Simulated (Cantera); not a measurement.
A perfectly stirred reactor is fed with H₂ : O₂ : N₂ = 1 : 0.51 : 1.92 (molar parts), at 2.47 atm; it is adiabatic with a 325 K inlet, and is followed from long to short residence time, starting on the burning branch (τ in s: 0.23, 0.074, 0.024, 0.0077, 0.0025, 0.00079, 0.00026, 8.2e-05, 2.6e-05).

Detailed kinetics in Cantera: the H2/O2 subset of GRI-Mech 3.0, which has no nitrogen chemistry. The hydrogen kinetics of GRI-Mech 3.0 are dated; newer H2 mechanisms differ, most at raised pressure.

| quantity | before | after |
|---|---|---|
| blow-out, bracketed by the residence times tried | burning at 26.0 µs, the shortest tried | burning at 26.0 µs, the shortest tried |
| x(H₂) at τ = 0.230 s | 0.00992 | 0.0751 |
| x(O₂) at τ = 0.230 s | 0.00670 | 2.08e-5 |
| x(H₂O) at τ = 0.230 s | 0.325 | 0.266 |
| x(O) at τ = 0.230 s | 0.000493 | 3.82e-6 |
| x(H) at τ = 0.230 s | 0.00110 | 0.000959 |
| x(H₂) at τ = 2.50 ms | 0.0152 | 0.0741 |
| x(O₂) at τ = 2.50 ms | 0.00891 | 0.000466 |
| x(H₂O) at τ = 2.50 ms | 0.316 | 0.262 |
| x(O) at τ = 2.50 ms | 0.000946 | 0.000160 |
| x(H) at τ = 2.50 ms | 0.00241 | 0.00636 |

Name the change that produced these shifts.
A. O2 0.51 to 0.39 parts
B. pressure from 2.47 atm to 9.87 atm
C. O2 0.51 to 0.73 parts
D. inlet temperature 325 to 548 K

A, O2 0.51 to 0.39 parts
